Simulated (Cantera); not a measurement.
An adiabatic, constant-pressure homogeneous reactor starts with CH4 : C2H6 : O2 : N2 : H2O = 1 : 0.17 : 2.98 : 11.2 : 0.54 (molar parts), equivalence ratio 0.87, at 1698 K and 22000 Pa. Integrator tolerance rtol = 1e-08.

Detailed kinetics in Cantera: GRI-Mech 3.0 (53 species, 325 reactions).

```
quantity                                                          before                                    after
---------------------------------  -------------------------------------  ---------------------------------------
time of steepest temperature rise                               0.168 ms                                 0.145 ms
temperature at 2.00 s                                             2627 K                                   2653 K
equilibrium temperature                                           2627 K                                   2653 K
x(CH4) at 2.00 s                   <1e-12 (gas-phase equilibrium <1e-12)    <1e-12 (gas-phase equilibrium <1e-12)
x(C2H6) at 2.00 s                  <1e-12 (gas-phase equilibrium <1e-12)    <1e-12 (gas-phase equilibrium <1e-12)
x(O2) at 2.00 s                    0.0358 (gas-phase equilibrium 0.0358)    0.0265 (gas-phase equilibrium 0.0265)
x(NO) at 2.00 s                    0.0108 (gas-phase equilibrium 0.0108)  0.00959 (gas-phase equilibrium 0.00959)
x(CH2) at 2.00 s                   <1e-12 (gas-phase equilibrium <1e-12)    <1e-12 (gas-phase equilibrium <1e-12)
```

### Question
Which change was made?
A. pressure from 22000 Pa to 100000 Pa
B. C2H6 0.17 to 0.26 parts
C. N2 11.2 to 22 parts
D. initial temperature 1698 to 1375 K

### Answer
B, C2H6 0.17 to 0.26 parts
